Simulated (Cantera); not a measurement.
A diamond (100) surface in a fixed gas of H2 with x(CH4) = 0.027, x(CH3) = 9.2e-05, at 1375 K, 0.0168 atm; coverages are run to steady state.

Computed with Cantera and the Harris–Goodwin 1993 mechanism for the reconstructed diamond (100) surface.

θ: site fractions in the mechanism's names (c6HH fully hydrogenated, c6H* and c6*H radical sites, c6** diradical, c6HM methylated).

```json
[
 {"x(H)": "0.0001", "growth (µm/h)": "0.000840", "θ c6HH": "0.693", "θ c6H*": "0.0289", "θ c6*H": "0.274", "θ c6**": "0.00353"},
 {"x(H)": "0.0002", "growth (µm/h)": "0.00390", "θ c6HH": "0.583", "θ c6H*": "0.0389", "θ c6*H": "0.369", "θ c6**": "0.00851"},
 {"x(H)": "0.00041", "growth (µm/h)": "0.0152", "θ c6HH": "0.487", "θ c6H*": "0.0472", "θ c6*H": "0.448", "θ c6**": "0.0175"},
 {"x(H)": "0.00083", "growth (µm/h)": "…", "θ c6HH": "…", "θ c6H*": "0.0523", "θ c6*H": "0.497", "θ c6**": "…"},
 {"x(H)": "0.0017", "growth (µm/h)": "…", "θ c6HH": "0.381", "θ c6H*": "0.0550", "θ c6*H": "0.523", "θ c6**": "…"},
 {"x(H)": "0.0034", "growth (µm/h)": "0.178", "θ c6HH": "0.359", "θ c6H*": "0.0563", "θ c6*H": "0.534", "θ c6**": "0.0498"},
 {"x(H)": "0.0069", "growth (µm/h)": "0.260", "θ c6HH": "0.347", "θ c6H*": "0.0569", "θ c6*H": "0.540", "θ c6**": "0.0558"},
 {"x(H)": "0.014", "growth (µm/h)": "0.336", "θ c6HH": "0.341", "θ c6H*": "0.0572", "θ c6*H": "0.542", "θ c6**": "0.0593"},
 {"x(H)": "0.028", "growth (µm/h)": "0.412", "θ c6HH": "0.338", "θ c6H*": "0.0573", "θ c6*H": "0.543", "θ c6**": "0.0611"}
]
```

Question: Complete the blanks.

Answer: 
- 0.00083, growth (µm/h): 0.0447
- 0.00083, θ c6HH: 0.422
- 0.00083, θ c6**: 0.0291
- 0.0017, growth (µm/h): 0.102
- 0.0017, θ c6**: 0.0409
